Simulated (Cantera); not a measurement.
**Thermodynamics of abatement and gas-phase synthesis, feed SF₆ + H₂ + N₂**

Input: 1 mol SF₆, 2.6 mol H₂, 0.44 mol N₂, at 1.33 mbar.

Cantera equilibrium calculation (NASA polynomials, part measured and part estimated; ideal gas, pure solids and liquids). Candidate condensed phases: S; 35 gas species. The tables' values for S₂F₂ (SSF₂), SF₃, FS₂F (FSSF) are old estimates; treat these amounts as uncertain. Rates play no part.

| T (K) | x HF | x F | x S | x N₂ | x S₂ | x SF₂ | x S₂F₂ (SSF₂) |
|---|---|---|---|---|---|---|---|
| 1550 | 0.823 | 0.00658 | 0.000388 | 0.0696 | 0.0395 | 0.0407 | 0.0173 |
| 1700 | 0.799 | 0.0351 | 0.00192 | 0.0676 | 0.0494 | 0.0347 | 0.00546 |
| 1850 | 0.763 | 0.0856 | 0.00734 | 0.0646 | 0.0593 | 0.0109 | 0.000742 |
| 2000 | 0.745 | 0.107 | 0.0209 | 0.0630 | 0.0578 | 0.00126 | 3.88e-5 |
| 2150 | 0.733 | 0.110 | 0.0465 | 0.0620 | 0.0458 | 0.000128 | 1.80e-6 |
| 2300 | 0.719 | 0.110 | 0.0807 | 0.0608 | 0.0281 | 1.45e-5 | 8.92e-8 |
| 2450 | 0.702 | 0.112 | 0.109 | 0.0597 | 0.0128 | 1.84e-6 | 4.60e-9 |
x: gas mole fraction; nothing condenses.

From 1550 K to 2450 K nothing is condensed.
